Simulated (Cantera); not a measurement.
# Equilibrium for silicon carbide growth: CH3SiH3 + C2H2 + H2

Feed: 1 mol CH3SiH3, 0.13 mol C2H2, 200 mol H2, at 677 °C.

Equilibrium computed with Cantera from the NASA thermochemical tables; the gas is ideal and each condensed phase is pure. Candidate condensed phases: C, C6H6, C7H8, C8H18, Si, SiC; 87 gas species. The feed counts by its element totals alone. Rates play no part.

```json
[
 {"P (Pa)": "100", "x H2": "1.000", "x CH4": "0.000168", "x H": "1.76e-8", "x SiH4": "<1e-12", "x C2H4": "4.63e-10", "n C(graphite)": "0.226", "n SiC(s)": "1.00"},
 {"P (Pa)": "270", "x H2": "1.000", "x CH4": "0.000452", "x H": "1.07e-8", "x SiH4": "<1e-12", "x C2H4": "1.25e-9", "n C(graphite)": "0.168", "n SiC(s)": "1.00"},
 {"P (Pa)": "720", "x H2": "0.999", "x CH4": "0.00120", "x H": "6.55e-9", "x SiH4": "<1e-12", "x C2H4": "3.33e-9", "n C(graphite)": "0.0157", "n SiC(s)": "1.00"},
 {"P (Pa)": "1900", "x H2": "0.999", "x CH4": "0.00128", "x H": "4.03e-9", "x SiH4": "4.10e-12", "x C2H4": "1.43e-9", "n C(graphite)": "0", "n SiC(s)": "1.00"},
 {"P (Pa)": "5200", "x H2": "0.999", "x CH4": "0.00128", "x H": "2.44e-9", "x SiH4": "3.07e-11", "x C2H4": "5.23e-10", "n C(graphite)": "0", "n SiC(s)": "1.00"},
 {"P (Pa)": "14000", "x H2": "0.999", "x CH4": "0.00128", "x H": "1.49e-9", "x SiH4": "2.23e-10", "x C2H4": "1.94e-10", "n C(graphite)": "0", "n SiC(s)": "1.00"},
 {"P (Pa)": "37000", "x H2": "0.999", "x CH4": "0.00128", "x H": "9.14e-10", "x SiH4": "1.56e-9", "x C2H4": "7.35e-11", "n C(graphite)": "0", "n SiC(s)": "1.00"},
 {"P (Pa)": "100000", "x H2": "0.999", "x CH4": "0.00128", "x H": "5.56e-10", "x SiH4": "1.14e-8", "x C2H4": "2.72e-11", "n C(graphite)": "0", "n SiC(s)": "1.000"}
]
```
x: gas mole fraction; n: condensed amount in mol.

From 1.00 mbar to 7.20 mbar the condensed part is C(graphite) + SiC(s). From 19.0 mbar to 1.00 bar the condensed part is SiC(s).
